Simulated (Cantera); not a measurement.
A perfectly stirred reactor is fed with C₃H₈ : H₂ = 1 : 1.7 (molar parts), at 36.0 Pa; it is held at 1973 K, and followed from long to short residence time.

Detailed kinetics in Cantera: GRI-Mech 3.0 (53 species, 325 reactions). GRI-Mech 3.0 was tuned for natural gas; its chemistry of propane as a main component is partial and can be far from experiment. GRI-Mech 3.0 stops at C3 and has no aromatics, soot or wall deposition, so with more carbon than oxygen in the feed, carbon stays in small species such as C2H2 where larger ones or solid carbon would form. Radical loss at walls, strong at low pressure, is not modelled.

x: mole fraction; the columns are a selection and need not sum to one.

```csv
τ (s),x C₃H₈,x H₂,x C₂H₄,x CH₄,x C₂H
7.7,1.64e-5,0.716,0.000296,0.0167,4.43e-5
3.0,…,0.706,…,…,4.32e-5
1.2,0.000108,0.691,0.00178,0.0436,4.39e-5
0.48,0.000270,0.671,0.00406,0.0645,4.54e-5
0.19,…,0.643,…,…,4.69e-5
0.075,0.00174,0.608,0.0192,0.122,4.72e-5
0.030,0.00442,0.569,0.0382,0.150,4.42e-5
0.012,0.0114,0.530,0.0687,0.167,3.50e-5
0.0046,0.0316,0.500,0.105,0.156,1.83e-5
0.0018,0.0836,0.506,0.110,0.107,4.17e-6
0.00073,0.178,0.548,0.0659,0.0460,3.24e-7
```

**Question.** What belongs in the gaps?

**Answer.** 
- 3.0, x C₃H₈: 4.31e-5
- 3.0, x C₂H₄: 0.000752
- 3.0, x CH₄: 0.0280
- 0.19, x C₃H₈: 0.000682
- 0.19, x C₂H₄: 0.00901
- 0.19, x CH₄: 0.0912
